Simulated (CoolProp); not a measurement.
Vapour pressure (bar) of water: the reference equation beside estimates from Tc = 647.1 K, pc = 220.6 bar, ω = 0.344. Clausius-Clapeyron is anchored at 543.3 K with a constant enthalpy of vaporisation of 28.89 kJ/mol.

Computed with CoolProp (reference Helmholtz-energy equation of state, Wagner 2002).

```csv
T (K),reference,Lee-Kesler,Clausius-Clapeyron,van der Waals,Redlich-Kwong,Soave-Redlich-Kwong,Peng-Robinson
493.5,23.35,23.75,28.93,67.54,38.23,23.78,23.54
503.5,28.15,28.68,33.27,74.30,44.39,28.75,28.43
513.4,33.62,34.28,38.01,81.39,51.14,34.42,33.99
523.4,39.93,40.72,43.25,88.98,58.65,40.96,40.42
533.3,47.04,47.95,48.93,96.92,66.79,48.31,47.66
543.3,55.16,56.19,55.16,105.4,75.77,56.71,55.94
553.3,64.31,65.43,61.92,114.3,85.53,66.14,65.26
563.2,74.47,75.66,69.14,123.5,96.00,76.59,75.59
573.2,85.94,87.18,77.00,133.3,107.4,88.34,87.24
583.1,98.58,99.83,85.35,143.5,119.6,101.2,100.1
593.1,112.8,114.0,94.37,154.2,132.8,115.6,114.4
603.1,128.5,129.7,104.0,165.5,146.9,131.5,130.3
613,145.7,146.8,114.1,177.0,161.8,148.7,147.5
623,165.0,166.0,125.0,189.2,177.8,167.6,166.7
```

Absolute difference from the reference over all 14 rows, mean and median: Lee-Kesler 1.5 and 1.7 %, Clausius-Clapeyron 13.1 and 13.2 %, van der Waals 82.9 and 71.8 %, Redlich-Kwong 32.8 and 31.0 %, Soave-Redlich-Kwong 2.4 and 2.5 %, Peng-Robinson 1.3 and 1.4 %.
